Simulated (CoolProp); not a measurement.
Vapour-liquid equilibrium of methanol (1) + water (2) at 0.0267 MPa; x and y are mole fractions of (1).

Values from CoolProp's multi-fluid Helmholtz-energy mixture model, de Reuck 1993 and Wagner 2002; pair parameters Bell 2016.

```json
[
 {"x": "0.05", "bubble temperature, mixture model (°C)": "60.9", "bubble temperature, Raoult's law (°C)": "63.2", "y, mixture model": "0.251", "y, Raoult's law": "0.180"},
 {"x": "0.125", "bubble temperature, mixture model (°C)": "55.0", "bubble temperature, Raoult's law (°C)": "58.9", "y, mixture model": "0.470", "y, Raoult's law": "0.379"},
 {"x": "0.2", "bubble temperature, mixture model (°C)": "50.8", "bubble temperature, Raoult's law (°C)": "55.3", "y, mixture model": "0.598", "y, Raoult's law": "0.522"},
 {"x": "0.275", "bubble temperature, mixture model (°C)": "47.7", "bubble temperature, Raoult's law (°C)": "52.1", "y, mixture model": "0.681", "y, Raoult's law": "0.628"},
 {"x": "0.35", "bubble temperature, mixture model (°C)": "45.3", "bubble temperature, Raoult's law (°C)": "49.3", "y, mixture model": "0.739", "y, Raoult's law": "0.709"},
 {"x": "0.425", "bubble temperature, mixture model (°C)": "43.4", "bubble temperature, Raoult's law (°C)": "46.9", "y, mixture model": "0.784", "y, Raoult's law": "0.773"},
 {"x": "0.5", "bubble temperature, mixture model (°C)": "41.7", "bubble temperature, Raoult's law (°C)": "44.7", "y, mixture model": "0.820", "y, Raoult's law": "0.823"},
 {"x": "0.575", "bubble temperature, mixture model (°C)": "40.3", "bubble temperature, Raoult's law (°C)": "42.7", "y, mixture model": "0.850", "y, Raoult's law": "0.865"},
 {"x": "0.65", "bubble temperature, mixture model (°C)": "39.1", "bubble temperature, Raoult's law (°C)": "40.8", "y, mixture model": "0.878", "y, Raoult's law": "0.899"},
 {"x": "0.725", "bubble temperature, mixture model (°C)": "37.9", "bubble temperature, Raoult's law (°C)": "39.2", "y, mixture model": "0.905", "y, Raoult's law": "0.927"},
 {"x": "0.8", "bubble temperature, mixture model (°C)": "36.8", "bubble temperature, Raoult's law (°C)": "37.6", "y, mixture model": "0.930", "y, Raoult's law": "0.951"},
 {"x": "0.875", "bubble temperature, mixture model (°C)": "35.7", "bubble temperature, Raoult's law (°C)": "36.2", "y, mixture model": "0.956", "y, Raoult's law": "0.972"},
 {"x": "0.95", "bubble temperature, mixture model (°C)": "34.7", "bubble temperature, Raoult's law (°C)": "34.8", "y, mixture model": "0.982", "y, Raoult's law": "0.990"}
]
```

The largest gap from Raoult's law is -4.5 K in bubble temperature, at x = 0.2. No azeotrope shows between x = 0.05 and 0.95.

Pair parameters are fitted to limited data, so mixtures are less certain than the pure fluids.
